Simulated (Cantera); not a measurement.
**CH3SiCl3 + H2 + C2H4 (silicon carbide growth)**

A closed system holds: 1 mol CH3SiCl3, 10 mol H2, 0.073 mol C2H4, equilibrated at 69000 Pa.

Equilibrium computed with Cantera from the NASA thermochemical tables; the gas is ideal and each condensed phase is pure. Candidate condensed phases: C, C6H6, C7H8, C8H18, Si, SiC; 109 gas species. The feed counts by its element totals alone. The tables' values for SiCl3 are old estimates; treat these amounts as uncertain. Kinetics and transport are ignored.

| T (K) | x H2 | x HCl | x SiCl4 | x CH4 | x SiHCl3 | x SiCl2 | x SiCl3 | n C(graphite) | n SiC(s) |
|---|---|---|---|---|---|---|---|---|---|
| 1075 | 0.841 | 0.101 | 0.0324 | 0.0220 | 0.00334 | 1.71e-5 | 0.000187 | 0.320 | 0.553 |
| 1125 | 0.833 | 0.124 | 0.0261 | 0.0138 | 0.00306 | 4.02e-5 | 0.000292 | 0.344 | 0.628 |
| 1175 | 0.822 | 0.146 | 0.0201 | 0.00893 | 0.00268 | 8.48e-5 | 0.000418 | 0.329 | 0.703 |
| 1225 | 0.810 | 0.166 | 0.0147 | 0.00595 | 0.00224 | 0.000162 | 0.000549 | 0.297 | 0.772 |
| 1275 | 0.800 | 0.183 | 0.0102 | 0.00409 | 0.00179 | 0.000282 | 0.000664 | 0.261 | 0.832 |
| 1325 | 0.791 | 0.197 | 0.00666 | 0.00290 | 0.00137 | 0.000451 | 0.000744 | 0.229 | 0.879 |
| 1375 | 0.785 | 0.207 | 0.00417 | 0.00211 | 0.00101 | 0.000670 | 0.000780 | 0.205 | 0.913 |
| 1425 | 0.781 | 0.213 | 0.00254 | 0.00158 | 0.000728 | 0.000938 | 0.000777 | 0.191 | 0.934 |
| 1475 | 0.778 | 0.217 | 0.00153 | 0.00121 | 0.000519 | 0.00125 | 0.000749 | 0.183 | 0.947 |
x: gas mole fraction; n: condensed amount in mol.

From 1075 K to 1475 K the condensed part is C(graphite) + SiC(s). The main Si-bearing gas is SiCl4 throughout. The share of Si in condensed phases is highest at 1475 K (94.7 %) and lowest at 1075 K (55.3 %).
